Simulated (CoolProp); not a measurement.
Vapour-liquid equilibrium of R1234yf (1) + R227EA (2) at 8.08 kPa; x and y are mole fractions of (1).

Computed with CoolProp (multi-fluid Helmholtz-energy mixture model, Lemmon 2022 and Lemmon 2016; pair parameters Bell 2016).

```
x     bubble temperature (K)  y at the bubble point  dew temperature at overall composition x (K)  liquid density (mol/L)
----  ----------------------  ---------------------  --------------------------------------------  ----------------------
0.05                   209.8                  0.110                                         210.3                   10.06
0.2                    207.3                      ?                                         209.0                   10.36
0.35                   205.2                  0.559                                         207.5                       ?
0.5                        ?                      ?                                         205.9                       ?
0.65                   201.8                  0.815                                         204.1                   11.31
0.8                    200.3                  0.905                                         202.0                       ?
0.95                       ?                  0.979                                         199.5                       ?
```

### Question
Fill in the missing entries.

### Answer

- 0.2, y at the bubble point: 0.370
- 0.35, liquid density (mol/L): 10.66
- 0.5, bubble temperature (K): 203.4
- 0.5, y at the bubble point: 0.702
- 0.5, liquid density (mol/L): 10.98
- 0.8, liquid density (mol/L): 11.65
- 0.95, bubble temperature (K): 199.0
- 0.95, liquid density (mol/L): 12.00

No azeotrope shows between x = 0.05 and 0.95.

Pair parameters are fitted to limited data, so mixtures are less certain than the pure fluids.
